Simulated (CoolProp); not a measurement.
A Linde-Hampson liquefier for nitrogen: isothermal reversible compression at 230 K from 1 atm to 25 MPa, throttling to 1 atm, return gas leaving the recuperator 5 K below the feed. Each further row changes one setting.

Values from CoolProp's reference Helmholtz-energy equation of state, Span 2000.

```json
[
 {"case": "as stated", "liquid yield per pass": "0.165", "compression work (kJ/kg of gas)": "366"},
 {"case": "high pressure 50 MPa", "liquid yield per pass": "0.171", "compression work (kJ/kg of gas)": "423"},
 {"case": "warm-end temperature 260 K", "liquid yield per pass": "0.115", "compression work (kJ/kg of gas)": "421"},
 {"case": "warm-end gap 10 K", "liquid yield per pass": "0.153", "compression work (kJ/kg of gas)": "366"}
]
```
